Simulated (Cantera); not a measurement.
What does this Cantera script print?

```python
import numpy as np
import cantera as ct

gas = ct.Solution("gri30.yaml")
gas.TPX = 1350, 54000, {'CH4': 1, 'H2': 0.15, 'O2': 0.865, 'N2': 3.25, 'H2O': 0.17}
reactor = ct.IdealGasConstPressureReactor(gas, energy="on", clone=False)
net = ct.ReactorNet([reactor])
net.rtol, net.atol = 1e-08, 1e-16
show = ['CH4', 'H2', 'O2', 'HO2', 'H2O2', 'C2H2']
times = np.geomspace(2e-06, 1, 16)

steps = ct.SolutionArray(gas, extra=["t"])
rows = []
print(f"{'t/s':>10s}{'T/K':>9s}{'P/Pa':>11s}" + "".join(f"{s:>11s}" for s in show))
for t in times:
    while net.time < t:
        t_next = net.step()
        steps.append(gas.state, t=t_next)
    rows.append([np.interp(t, steps.t, y) for y in (steps.T, steps.P, *steps(*show).X.T)])
    print(f"{t:10.3e}{rows[-1][0]:9.1f}{rows[-1][1]:11.4g}" + "".join(f"{x:11.3e}" for x in rows[-1][2:]))
rate = np.gradient(steps.T, steps.t)
print("integrator steps:", len(steps.t))
if steps.T.max() > steps.T[0] + 200:
    print(f"time of steepest temperature rise: {steps.t[rate.argmax()]:.4e} s")
gas.TPX = 1350, 54000, {'CH4': 1, 'H2': 0.15, 'O2': 0.865, 'N2': 3.25, 'H2O': 0.17}
gas.equilibrate("HP")
print(f"equilibrium (HP): T = {gas.T:.1f} K  " + "  ".join(f"{s} {gas[s].X[0]:.3e}" for s in show))
```

Result:

```
       t/s      T/K       P/Pa        CH4         H2         O2        HO2       H2O2       C2H2
 2.000e-06   1350.0    5.4e+04  1.840e-01  2.760e-02  1.592e-01  2.195e-08  5.815e-11  1.526e-23
 4.797e-06   1350.0    5.4e+04  1.840e-01  2.760e-02  1.592e-01  5.247e-08  3.264e-10  1.262e-21
 1.151e-05   1350.0    5.4e+04  1.840e-01  2.760e-02  1.592e-01  1.247e-07  1.769e-09  8.807e-20
 2.759e-05   1350.0    5.4e+04  1.840e-01  2.760e-02  1.592e-01  2.923e-07  8.864e-09  4.936e-18
 6.618e-05   1350.0    5.4e+04  1.840e-01  2.760e-02  1.592e-01  6.636e-07  3.762e-08  2.499e-16
 1.587e-04   1350.0    5.4e+04  1.840e-01  2.760e-02  1.592e-01  1.388e-06  1.188e-07  1.559e-14
 3.807e-04   1350.0    5.4e+04  1.840e-01  2.759e-02  1.591e-01  2.237e-06  2.367e-07  2.102e-12
 9.132e-04   1350.7    5.4e+04  1.837e-01  2.754e-02  1.590e-01  2.651e-06  2.825e-07  1.103e-09
 2.190e-03   1357.7    5.4e+04  1.821e-01  2.739e-02  1.580e-01  7.899e-06  9.081e-07  1.359e-07
 5.253e-03   1408.1    5.4e+04  1.705e-01  2.937e-02  1.502e-01  4.106e-05  5.250e-06  1.165e-05
 1.260e-02   2189.1    5.4e+04  3.248e-04  2.260e-01  4.530e-07  2.904e-10  1.782e-10  6.481e-04
 3.022e-02   2183.4    5.4e+04  2.646e-09  2.284e-01  5.565e-07  3.464e-10  2.157e-10  3.590e-09
 7.248e-02   2183.7    5.4e+04  6.176e-11  2.284e-01  5.707e-07  3.548e-10  2.206e-10  3.628e-14
 1.738e-01   2184.0    5.4e+04  5.649e-11  2.284e-01  5.729e-07  3.561e-10  2.211e-10  3.298e-14
 4.169e-01   2184.1    5.4e+04  5.522e-11  2.283e-01  5.740e-07  3.568e-10  2.215e-10  3.220e-14
 1.000e+00   2184.2    5.4e+04  5.500e-11  2.283e-01  5.743e-07  3.570e-10  2.215e-10  3.207e-14
integrator steps: 2122
time of steepest temperature rise: 6.8435e-03 s
equilibrium (HP): T = 2184.2 K  CH4 6.290e-11  H2 2.283e-01  O2 5.743e-07  HO2 3.570e-10  H2O2 2.215e-10  C2H2 3.644e-14
```

Detailed kinetics in Cantera: GRI-Mech 3.0 (53 species, 325 reactions).
